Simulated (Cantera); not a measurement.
What does this Cantera script print?

```python
import numpy as np
import cantera as ct

gas = ct.Solution("gri30.yaml")
gas.TPX = 1100, 86000, {'N2O': 1, 'H2O': 0.0069, 'N2': 0.023}
reactor = ct.IdealGasConstPressureReactor(gas, energy="off", clone=False)
net = ct.ReactorNet([reactor])
net.rtol, net.atol = 1e-08, 1e-18
show = ['N2O', 'H2O', 'H2', 'NO', 'OH', 'NO2', 'N2']
times = np.geomspace(1e-06, 20, 11)

steps = ct.SolutionArray(gas, extra=["t"])
rows = []
print(f"{'t/s':>10s}{'T/K':>9s}{'P/Pa':>11s}" + "".join(f"{s:>11s}" for s in show))
for t in times:
    while net.time < t:
        t_next = net.step()
        steps.append(gas.state, t=t_next)
    rows.append([np.interp(t, steps.t, y) for y in (steps.T, steps.P, *steps(*show).X.T)])
    print(f"{t:10.3e}{rows[-1][0]:9.1f}{rows[-1][1]:11.4g}" + "".join(f"{x:11.3e}" for x in rows[-1][2:]))
rate = np.gradient(steps.T, steps.t)
print("integrator steps:", len(steps.t))
if steps.T.max() > steps.T[0] + 200:
    print(f"time of steepest temperature rise: {steps.t[rate.argmax()]:.4e} s")
gas.TPX = 1100, 86000, {'N2O': 1, 'H2O': 0.0069, 'N2': 0.023}
gas.equilibrate("TP")
print(f"equilibrium (TP): T = {gas.T:.1f} K  " + "  ".join(f"{s} {gas[s].X[0]:.3e}" for s in show))
```

Output:

```
       t/s      T/K       P/Pa        N2O        H2O         H2         NO         OH        NO2         N2
 1.000e-06   1100.0    8.6e+04  9.710e-01  6.700e-03  1.170e-21  2.048e-10  1.462e-11  7.934e-19  2.233e-02
 5.372e-06   1100.0    8.6e+04  9.710e-01  6.700e-03  2.827e-18  5.152e-09  3.670e-10  4.985e-16  2.233e-02
 2.885e-05   1100.0    8.6e+04  9.710e-01  6.700e-03  1.698e-15  8.289e-08  5.837e-09  1.296e-13  2.233e-02
 1.550e-04   1100.0    8.6e+04  9.710e-01  6.700e-03  2.238e-13  6.230e-07  4.084e-08  9.326e-12  2.234e-02
 8.326e-04   1100.0    8.6e+04  9.709e-01  6.699e-03  1.829e-11  3.536e-06  1.630e-07  1.924e-09  2.238e-02
 4.472e-03   1100.0    8.6e+04  9.705e-01  6.698e-03  4.593e-10  1.868e-05  4.510e-07  4.980e-07  2.260e-02
 2.402e-02   1100.0    8.6e+04  9.687e-01  6.694e-03  2.817e-09  8.658e-05  1.136e-06  1.612e-05  2.380e-02
 1.290e-01   1100.0    8.6e+04  9.588e-01  6.672e-03  2.709e-09  4.301e-04  1.752e-06  1.072e-04  3.018e-02
 6.931e-01   1100.0    8.6e+04  9.086e-01  6.558e-03  1.239e-09  2.413e-03  2.321e-06  2.353e-04  6.258e-02
 3.723e+00   1100.0    8.6e+04  6.963e-01  6.080e-03  8.636e-10  1.078e-02  2.384e-06  3.211e-04  1.997e-01
 2.000e+01   1100.0    8.6e+04  2.379e-01  5.047e-03  4.185e-10  2.589e-02  1.690e-06  3.984e-04  4.973e-01
integrator steps: 1339
equilibrium (TP): T = 1100.0 K  N2O 6.304e-09  H2O 4.510e-03  H2 1.129e-11  NO 9.822e-05  OH 1.680e-07  NO2 3.237e-06  N2 6.686e-01
```

Cantera simulation using GRI-Mech 3.0 (53 species, 325 reactions); the numbers are that mechanism's predictions, not measurements. GRI-Mech 3.0 was tuned for natural gas; its chemistry of N2O as a main component is partial and can be far from experiment. The mechanism lacks the step 2 NO + O2 → 2 NO2, which can matter for NO2 below about 1400 K. The temperature is held fixed by assumption; the heat of reaction is taken as removed at once.
